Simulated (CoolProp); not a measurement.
The fluid at 469.73 K and 0.334 MPa is compressed adiabatically to 2.42 MPa with isentropic efficiency 0.85. The same conditions are run with several fluids, on thermodynamics alone (safety and materials aside).

Computed with CoolProp (reference Helmholtz-energy equation of state of each fluid (ethylbenzene: Zhou 2012; isobutane: Bücker 2006; cyclopentane: Gedanitz 2015; ammonia: Gao 2020)).

### Question
Rank ethylbenzene, isobutane, cyclopentane, ammonia by work (kJ/kg), highest first.

### Answer
ammonia (647), isobutane (158), cyclopentane (126), ethylbenzene (59.9)

```csv
fluid,final temperature (K),final phase,final density (kg/m³)
ethylbenzene,584.8,"two-phase, vapour fraction 0.301",214
isobutane,539.2,gas,34.4
cyclopentane,542.1,gas,45.4
ammonia,718.7,gas,6.95
```
